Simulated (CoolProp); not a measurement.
Saturated liquid density (kg/m³) of sulfur hexafluoride: the reference equation beside estimates from Tc = 318.7 K, pc = 3755 kPa, ω = 0.210.

Model: reference Helmholtz-energy equation of state, Guder 2009, in CoolProp.

```
T (K)  reference  van der Waals  Soave-Redlich-Kwong
-----  ---------  -------------  -------------------
238.2       1770           1130                 1680
240.4       1759           1122                 1666
242.6       1747           1114                 1652
244.8       1735           1106                 1638
247         1722           1098                 1623
249.2       1710           1089                 1608
251.4       1697           1081                 1593
253.6       1684           1072                 1577
255.8       1671           1063                 1561
258         1658           1054                 1545
260.2       1644           1045                 1528
262.4       1630           1036                 1511
264.6       1616           1026                 1494
```

Absolute difference from the reference over all 13 rows, mean and median: van der Waals 36.3 and 36.3 %, Soave-Redlich-Kwong 6.2 and 6.1 %.
